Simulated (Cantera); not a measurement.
Feed: 1 mol CuO, 0.38 mol C, 0.13 mol CO, held at 1875 °C and 0.00120 bar.

Method: chemical equilibrium by Gibbs-energy minimisation in Cantera with the NASA 1993 tables (ideal gas, pure condensed phases). Candidate condensed phases: C, Cu, CuO, Cu2O; 15 gas species. Rates play no part.

Base state: Cu 0.603, CO2 0.213, CO 0.0951, O2 0.0730, O 0.0150, CuO 0.000528, Cu2 0.000186 (mole fractions); condensed: gas only.

Task: What changes in the equilibrium state with this change: temperature from 1875 °C to 2000 °C?

Result: 
| species | before | after |
|---|---|---|
| Cu | 0.603 | 0.581 |
| CO2 | 0.213 | 0.151 |
| CO | 0.0951 | 0.145 |
| O | 0.0150 | 0.0360 |
| O2 | 0.0730 | 0.0864 |
| Cu2 | 0.000186 | 9.40e-5 |
| CuO | 0.000528 | 0.000500 |

Task: What changes in the equilibrium state with this change: temperature from 1875 °C to 1975 °C?

Result: 
| species | before | after |
|---|---|---|
| Cu | 0.603 | 0.585 |
| CO2 | 0.213 | 0.164 |
| CO | 0.0951 | 0.135 |
| O | 0.0150 | 0.0306 |
| O2 | 0.0730 | 0.0844 |
| Cu2 | 0.000186 | 0.000107 |
| CuO | 0.000528 | 0.000508 |
